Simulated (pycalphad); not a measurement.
Computed with pycalphad from the COST 507 light-alloy database (1999), at 1 atm. The data set is of 1999 and partly superseded. Amounts are mole fractions of atoms. Diffusion is slow at the low end, where real alloys seldom reach equilibrium.

### Question
Give the equilibrium state of Ti-16.86Hf-3.59B (at.%) at 1750 K.

### Answer
BCC_A2, fraction 0.932, with 17.9 Hf, 0.22 B at.%; BM, fraction 0.068, with 2.5 Hf, 50.0 B at.%.

### Question
Give the equilibrium state of Ti-16.86Hf-3.59B (at.%) at 550 K.

### Answer
HCP_A3, fraction 0.928, with 18.1 Hf, 0.01 B at.%; BM, fraction 0.072, with 0.22 Hf, 50.0 B at.%.

Database names, with the compositions (at.%) that they take in these runs: BM: Ti 47-50 B 50 Hf 0-3. BCC_A2 is bcc; HCP_A3 is hcp.
